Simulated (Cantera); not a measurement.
Input: 1 mol Al, 2.1 mol Cl2, a varied amount of H2, at 800 K and 180 Torr.

Equilibrium computed with Cantera from the NASA thermochemical tables; the gas is ideal and each condensed phase is pure. Candidate condensed phases: Al, AlCl3; 12 gas species. Rates play no part.

At 5.2 mol H2, list the 4 most abundant gas species with their mole fractions, and the condensed phases.

H2 0.685, HCl 0.179, AlCl3 0.124, Al2Cl6 0.0124. Condensed: gas only.
